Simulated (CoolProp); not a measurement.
1-butene along the isotherm 331.9 K: fugacity coefficient from the reference equation and from simpler models built on Tc = 419.3 K, pc = 40.06 bar, ω = 0.192; each cubic takes its own stable root.

Model: reference Helmholtz-energy equation of state, Lemmon 2005, in CoolProp. It is a short technical equation, of lower accuracy than the large ones.

| p (bar) | phase | reference | Redlich-Kwong | Peng-Robinson |
|---|---|---|---|---|
| 15.4 | liquid | 0.4267 | 0.5187 | 0.4277 |
| 30.8 | liquid | 0.2259 | 0.2767 | 0.2260 |
| 46.2 | liquid | 0.1594 | ? | 0.1591 |
| 61.6 | liquid | 0.1265 | 0.1570 | ? |
| 77 | liquid | 0.1070 | 0.1336 | 0.1063 |
| 92.4 | liquid | 0.09429 | 0.1184 | 0.09344 |
| 108 | liquid | 0.08532 | ? | 0.08433 |
| 123 | liquid | 0.07904 | 0.1003 | 0.07792 |
| 139 | liquid | 0.07404 | 0.09441 | 0.07277 |
| 154 | liquid | 0.07047 | 0.09026 | 0.06907 |
| 169 | liquid | 0.06770 | 0.08708 | 0.06616 |
| 185 | liquid | ? | 0.08451 | 0.06373 |
| 200 | liquid | 0.06376 | ? | ? |

### Question
Some entries are withheld; supply them.

### Answer

- 46.2, Redlich-Kwong: 0.1966
- 61.6, Peng-Robinson: 0.1260
- 108, Redlich-Kwong: 0.1077
- 185, reference: 0.06541
- 200, Redlich-Kwong: 0.08270
- 200, Peng-Robinson: 0.06193
